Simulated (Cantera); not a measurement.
An adiabatic, constant-pressure homogeneous reactor starts with CH3OH : O2 : N2 = 1 : 2.24 : 8.42 (molar parts), equivalence ratio 0.67, at 1350 K and 10.0 bar.

Computed with Cantera and GRI-Mech 3.0 (53 species, 325 reactions). GRI-Mech 3.0 was tuned for natural gas; its chemistry of methanol as a main component is partial and can be far from experiment.

One state of this run: T (K) = 2589; x CH3OH = <1e-12; x O2 = 0.0549; x CO = 0.00596; x HO2 = 1.45e-5; x CH3 = <1e-12; x H = 0.000511; x O = 0.00165. x: mole fraction; the columns are a selection and need not sum to one.

Question: Which value of t (s) does it belong to?
A. 3.34e-5
B. 1.31e-5
C. 8.55e-5
D. 0.400

Answer: D, 0.400
